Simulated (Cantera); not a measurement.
## Thermodynamics of silicon epitaxy and polysilicon growth, feed SiH₂Cl₂ + HCl + N₂

Feed: 1 mol SiH₂Cl₂, 0.34 mol HCl, 3.6 mol N₂, at 1625 K.

Equilibrium computed with Cantera from the NASA thermochemical tables; the gas is ideal and each condensed phase is pure. Candidate condensed phases: NH₄Cl, Si, Si₃N₄; 28 gas species. The tables' values for SiCl₃, SiCl are old estimates; treat these amounts as uncertain. Kinetics and transport are ignored.

| P (Pa) | log p N₂ | log p HCl | log p H₂ | log p SiCl₂ | log p SiCl₄ | log p SiCl₃ | n Si₃N₄(s) |
|---|---|---|---|---|---|---|---|
| 100 | -3.22 | -4.05 | -3.81 | -3.82 | -7.59 | -5.88 | 0.0322 |
| 460 | -2.56 | -3.22 | -3.20 | -3.22 | -5.95 | -4.77 | 0.0730 |
| 2100 | -1.90 | -2.43 | -2.60 | -2.67 | -4.42 | -3.73 | 0.122 |
| 9600 | -1.25 | -1.68 | -2.00 | -2.22 | -3.07 | -2.83 | 0.172 |
| 44000 | -0.58 | -0.98 | -1.36 | -1.91 | -2.00 | -2.14 | 0.210 |
| 200000 | 0.08 | -0.32 | -0.69 | -1.70 | -1.14 | -1.60 | 0.227 |
log p: log10 of the partial pressure in bar; n: condensed amount in mol.

From 1.00 mbar to 2.00 bar the condensed part is Si₃N₄(s). The main Si-bearing gas is SiCl₂ at 1.00 mbar and SiCl₄ at 2.00 bar. The share of Si in condensed phases is highest at 2.00 bar (68.0 %) and lowest at 1.00 mbar (9.7 %).
